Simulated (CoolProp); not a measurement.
The fluoroketone C6F12O (FK-5-1-12) at several states: Z from the reference equation and from simpler models built on Tc = 441.8 K, pc = 1869 kPa, ω = 0.471; each cubic takes its own stable root.

Model: reference Helmholtz-energy equation of state, McLinden 2015, in CoolProp.

| T (K) | p (kPa) | phase | reference | van der Waals | Peng-Robinson |
|---|---|---|---|---|---|
| 247.6 | 379 | liquid | … | 0.05703 | … |
| 451.1 | 9880 | supercritical | … | 0.9391 | 0.6697 |
| 246 | 16.7 | liquid | … | 0.9897 | 0.001445 |
| 191 | 182 | liquid | … | 0.03312 | 0.01920 |
| 282.5 | 126 | liquid | 0.01028 | 0.9402 | … |

**Question.** Some entries are withheld; supply them.

**Answer.** 
- 247.6, reference: 0.03330
- 247.6, Peng-Robinson: 0.03261
- 451.1, reference: 0.6950
- 246, reference: 0.001474
- 191, reference: 0.01907
- 282.5, Peng-Robinson: 0.009979

At some of these states van der Waals gives the other phase, because its saturation line lies elsewhere.
